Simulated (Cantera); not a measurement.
A closed system holds: 1 mol SiH2Cl2, 0.25 mol HCl, 29 mol H2, at 33.8 Torr.

Method: chemical equilibrium by Gibbs-energy minimisation in Cantera with the NASA 1993 tables (ideal gas, pure condensed phases). Candidate condensed phases: Si; 19 gas species. The tables' values for SiCl, SiCl3 are old estimates; treat these amounts as uncertain. Gases not in the tables: Si2H6 and higher silanes. The numbers say what is thermodynamically allowed, not how fast it happens.

x: gas mole fraction; n: condensed amount in mol.

```csv
T (°C),x H2,x HCl,x H,x Si,x SiCl2,x SiCl4,n Si(s),n Si(l)
777,0.964,0.0210,3.75e-8,<1e-12,0.000858,?,0.546,0
977,0.943,0.0477,2.21e-6,1.85e-10,0.00609,?,0.697,0
1177,0.938,0.0524,4.32e-5,6.84e-8,0.00903,?,0.702,0
1377,0.938,0.0515,0.000415,5.95e-6,0.0100,?,0.681,0
1577,0.934,0.0537,0.00245,0.000143,0.00892,?,0,0.709
1777,0.924,0.0554,0.0103,0.00172,0.00752,?,0,0.681
1977,0.889,0.0544,0.0330,0.0132,0.00611,?,0,0.261
```

Question: Some entries are withheld; supply them.

Answer: 
- 777, x SiCl4: 0.00881
- 977, x SiCl4: 0.00144
- 1177, x SiCl4: 5.25e-5
- 1377, x SiCl4: 3.03e-6
- 1577, x SiCl4: 3.03e-7
- 1777, x SiCl4: 4.50e-8
- 1977, x SiCl4: 8.35e-9
